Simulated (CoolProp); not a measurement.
Octamethylcyclotetrasiloxane (D4) along the isobar 1.45 MPa: Z from the reference equation and from simpler models built on Tc = 586.5 K, pc = 1.347 MPa, ω = 0.598; each cubic takes its own stable root.

The numbers come from the reference Helmholtz-energy equation of state, Thol 2015 in CoolProp.

| T (K) | phase | reference | van der Waals | Redlich-Kwong | Soave-Redlich-Kwong | Peng-Robinson |
|---|---|---|---|---|---|---|
| 335.2 | liquid | 0.1694 | 0.2939 | 0.2009 | 0.1892 | 0.1683 |
| 341 | liquid | 0.1678 | 0.2905 | 0.1989 | 0.1869 | 0.1663 |
| 346.8 | liquid | 0.1662 | 0.2873 | ? | 0.1848 | 0.1644 |
| 352.6 | liquid | 0.1647 | 0.2842 | 0.1950 | 0.1828 | 0.1626 |
| 358.3 | liquid | ? | 0.2813 | 0.1933 | 0.1809 | 0.1609 |
| 364.1 | liquid | 0.1619 | 0.2785 | 0.1917 | 0.1791 | 0.1592 |
| 369.9 | liquid | ? | 0.2758 | 0.1901 | 0.1774 | 0.1576 |
| 375.7 | liquid | 0.1594 | 0.2732 | 0.1886 | 0.1758 | 0.1562 |
| 381.4 | liquid | 0.1583 | 0.2708 | ? | 0.1743 | 0.1548 |
| 387.2 | liquid | 0.1572 | ? | 0.1860 | 0.1729 | 0.1535 |
| 393 | liquid | 0.1561 | 0.2663 | 0.1848 | ? | ? |

**Question.** What belongs in the gaps?

**Answer.** 
- 346.8, Redlich-Kwong: 0.1969
- 358.3, reference: 0.1633
- 369.9, reference: 0.1606
- 381.4, Redlich-Kwong: 0.1873
- 387.2, van der Waals: 0.2685
- 393, Soave-Redlich-Kwong: 0.1716
- 393, Peng-Robinson: 0.1523
